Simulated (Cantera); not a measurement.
Hydrocarbon pyrolysis for carbon deposition

An isothermal, constant-pressure homogeneous reactor starts with 3.81 % C₂H₄, 96.2 % H₂, at 1898 K and 0.353 Torr.

Detailed kinetics in Cantera: GRI-Mech 3.0 (53 species, 325 reactions). GRI-Mech 3.0 was tuned for natural gas; its chemistry of ethylene as a main component is partial and can be far from experiment. GRI-Mech 3.0 stops at C3 and has no aromatics, soot or wall deposition, so with more carbon than oxygen in the feed, carbon stays in small species such as C2H2 where larger ones or solid carbon would form. Radical loss at walls, strong at low pressure, is not modelled.

```json
[
 {"t (s)": "0.000400", "x C₂H₄": "0.0380", "x H₂": "0.962", "x H": "4.49e-7", "x C₂H₆": "4.32e-10", "x C₂H": "<1e-12", "x CH₄": "1.03e-11"},
 {"t (s)": "0.00111", "x C₂H₄": "0.0377", "x H₂": "0.962", "x H": "1.35e-6", "x C₂H₆": "1.80e-9", "x C₂H": "7.33e-12", "x CH₄": "2.84e-10"},
 {"t (s)": "0.00308", "x C₂H₄": "0.0370", "x H₂": "0.962", "x H": "3.86e-6", "x C₂H₆": "4.20e-9", "x C₂H": "5.63e-11", "x CH₄": "4.91e-9"},
 {"t (s)": "0.00854", "x C₂H₄": "0.0351", "x H₂": "0.962", "x H": "1.07e-5", "x C₂H₆": "5.31e-9", "x C₂H": "4.20e-10", "x CH₄": "3.81e-8"},
 {"t (s)": "0.0237", "x C₂H₄": "0.0303", "x H₂": "0.962", "x H": "2.87e-5", "x C₂H₆": "4.66e-9", "x C₂H": "2.93e-9", "x CH₄": "1.73e-7"},
 {"t (s)": "0.0658", "x C₂H₄": "0.0198", "x H₂": "0.962", "x H": "7.05e-5", "x C₂H₆": "3.05e-9", "x C₂H": "1.68e-8", "x CH₄": "6.58e-7"},
 {"t (s)": "0.182", "x C₂H₄": "0.00567", "x H₂": "0.963", "x H": "0.000144", "x C₂H₆": "8.72e-10", "x C₂H": "6.05e-8", "x CH₄": "1.75e-6"},
 {"t (s)": "0.506", "x C₂H₄": "0.000130", "x H₂": "0.963", "x H": "0.000269", "x C₂H₆": "2.00e-11", "x C₂H": "1.33e-7", "x CH₄": "2.37e-6"},
 {"t (s)": "1.40", "x C₂H₄": "6.27e-6", "x H₂": "0.963", "x H": "0.000600", "x C₂H₆": "<1e-12", "x C₂H": "2.97e-7", "x CH₄": "2.39e-6"},
 {"t (s)": "3.90", "x C₂H₄": "3.69e-6", "x H₂": "0.962", "x H": "0.00150", "x C₂H₆": "<1e-12", "x C₂H": "7.44e-7", "x CH₄": "2.43e-6"},
 {"t (s)": "10.8", "x C₂H₄": "1.75e-6", "x H₂": "0.959", "x H": "0.00389", "x C₂H₆": "<1e-12", "x C₂H": "1.92e-6", "x CH₄": "2.62e-6"},
 {"t (s)": "30.0", "x C₂H₄": "7.52e-7", "x H₂": "0.954", "x H": "0.00961", "x C₂H₆": "<1e-12", "x C₂H": "4.77e-6", "x CH₄": "3.24e-6"}
]
```
x: mole fraction; the columns are a selection and need not sum to one.

Equilibrium at this temperature and pressure: C₂H₄ 1.92e-7, H₂ 0.929, H 0.0350, C₂H₆ <1e-12, C₂H 1.76e-5, CH₄ 2.32e-6 (gas phase only).
